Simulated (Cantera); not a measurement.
Ta2O5 + CH4 + H2 + CO (carbothermic reduction)

Feed: 1 mol Ta2O5, 1.8 mol CH4, 0.14 mol H2, 15 mol CO, at 1223 K and 0.100 bar.

These are equilibrium values from Cantera (NASA tables, ideal gas, pure condensed phases), not measurements of a reactor. Candidate condensed phases: C, C6H6, C7H8, C8H18, H2O, Ta, TaC, Ta2O5; 113 gas species. Equilibrium is a limit: real reactors are often held back by kinetics, nucleation or transport.

```
Item                                  Result
---------------------------------  ---------
x(CO)                                  0.799
x(H2)                                  0.199
x(CO2)                              0.000879
x(H2O)                              0.000320
x(CH4)                               5.30e-5
n(C(graphite))                      1.82 mol
n(Ta2O5(s))                         1.00 mol
gas amount                         18.72 mol
log10 activity of TaC(s) (absent)      -0.08
log10 activity of Ta(s) (absent)       -6.09
```
